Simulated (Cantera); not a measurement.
## Stirred combustor or abatement burner

A perfectly stirred reactor is fed with 4.95 % CH₄, 0.461 % H₂, 24.7 % O₂, 64.4 % N₂, 5.45 % CO₂, at 101000 Pa; it is adiabatic with a 775 K inlet, and is followed from long to short residence time, starting on the burning branch (τ in s: 0.18, 0.07, 0.028, 0.011, 0.0043, 0.0017, 0.00067, 0.00027, 0.0001, 4.1e-05, 1.6e-05, 6.4e-06).

Computed with Cantera and GRI-Mech 3.0 (53 species, 325 reactions).

```json
[
 {"τ (s)": "0.18", "T (K)": "1850", "x CH₄": "4.76e-6", "x H₂": "4.56e-5", "x O₂": "0.146", "x O": "0.000136", "x CH₂": "9.79e-9", "x CH₃": "1.11e-6"},
 {"τ (s)": "0.070", "T (K)": "1847", "x CH₄": "9.42e-6", "x H₂": "7.28e-5", "x O₂": "0.146", "x O": "0.000213", "x CH₂": "2.34e-8", "x CH₃": "2.16e-6"},
 {"τ (s)": "0.028", "T (K)": "1841", "x CH₄": "1.74e-5", "x H₂": "0.000124", "x O₂": "0.146", "x O": "0.000357", "x CH₂": "5.21e-8", "x CH₃": "3.81e-6"},
 {"τ (s)": "0.011", "T (K)": "1832", "x CH₄": "3.17e-5", "x H₂": "0.000221", "x O₂": "0.146", "x O": "0.000625", "x CH₂": "1.13e-7", "x CH₃": "6.50e-6"},
 {"τ (s)": "0.0043", "T (K)": "1815", "x CH₄": "5.81e-5", "x H₂": "0.000391", "x O₂": "0.146", "x O": "0.00109", "x CH₂": "2.33e-7", "x CH₃": "1.09e-5"},
 {"τ (s)": "0.0017", "T (K)": "1790", "x CH₄": "0.000109", "x H₂": "0.000672", "x O₂": "0.146", "x O": "0.00181", "x CH₂": "4.58e-7", "x CH₃": "1.82e-5"},
 {"τ (s)": "0.00067", "T (K)": "1749", "x CH₄": "0.000216", "x H₂": "0.00111", "x O₂": "0.148", "x O": "0.00279", "x CH₂": "8.70e-7", "x CH₃": "3.16e-5"},
 {"τ (s)": "0.00027", "T (K)": "1690", "x CH₄": "0.000478", "x H₂": "0.00176", "x O₂": "0.150", "x O": "0.00369", "x CH₂": "1.64e-6", "x CH₃": "5.98e-5"},
 {"τ (s)": "0.00010", "T (K)": "1582", "x CH₄": "0.00171", "x H₂": "0.00322", "x O₂": "0.158", "x O": "0.00313", "x CH₂": "3.90e-6", "x CH₃": "0.000172"},
 {"τ (s)": "4.1e-5", "T (K)": "775", "x CH₄": "0.0495", "x H₂": "0.00461", "x O₂": "0.247", "x O": "<1e-12", "x CH₂": "<1e-12", "x CH₃": "<1e-12"},
 {"τ (s)": "1.6e-5", "T (K)": "775", "x CH₄": "0.0495", "x H₂": "0.00461", "x O₂": "0.247", "x O": "<1e-12", "x CH₂": "<1e-12", "x CH₃": "<1e-12"},
 {"τ (s)": "6.4e-6", "T (K)": "775", "x CH₄": "0.0495", "x H₂": "0.00461", "x O₂": "0.247", "x O": "<1e-12", "x CH₂": "<1e-12", "x CH₃": "<1e-12"}
]
```
x: mole fraction; the columns are a selection and need not sum to one.
